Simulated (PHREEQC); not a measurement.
## Hard or scaling water: an equilibrium model

Dissolve 0.0011 mol/kgw CaSO4, 0.0002 mol/kgw Na2SO4 and 0.0005 mol/kgw H4SiO4 at 25 °C. It is in equilibrium with CO2 at log p = -1 (atm). Otherwise closed; pH follows from the charge balance.

All values are PHREEQC results (ion-association model, wateq4f.dat), not measurements.

No solid was allowed to form.

Q: Estimate the pH.

A: pH 4.42.

Q: In which forms is Ca present?

A: Ca+2 88 %, CaSO4 12 % of the Ca.

Saturation is exceeded, for instance for Quartz (slow to form), Chalcedony (slow to form); the values hold only as long as no solid forms.
